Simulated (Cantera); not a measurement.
A closed system holds: 1 mol HCl, 0.39 mol O2, 23 mol N2, at 2.10 Torr.

Method: chemical equilibrium by Gibbs-energy minimisation in Cantera with the NASA 1993 tables (ideal gas, pure condensed phases). Candidate condensed phases: H2O, NH4Cl; 29 gas species. Kinetics and transport are ignored. All values below are at 700 °C.

Base state: N2 0.944, HCl 0.0371, O2 0.0150, H2O 0.00197, Cl2 0.00187, Cl 0.000209 (mole fractions); condensed: gas only.

Problem. What changes in the equilibrium state with this change: O2 from 0.39 to 0.026 mol?

Solution. 
| species | before | after |
|---|---|---|
| N2 | 0.944 | 0.958 |
| HCl | 0.0371 | 0.0397 |
| H2O | 0.00197 | 0.000956 |
| O2 | 0.0150 | 0.000604 |
| Cl2 | 0.00187 | 0.000884 |
| Cl | 0.000209 | 0.000144 |

Problem. What changes in the equilibrium state with this change: pressure from 2.10 Torr to 39.8 Torr?

Solution. 
```
species    before    after
-------  --------  -------
N2          0.944    0.945
HCl        0.0371   0.0338
O2         0.0150   0.0142
Cl2       0.00187  0.00358
H2O       0.00197  0.00362
Cl       0.000209  6.67e-5
```
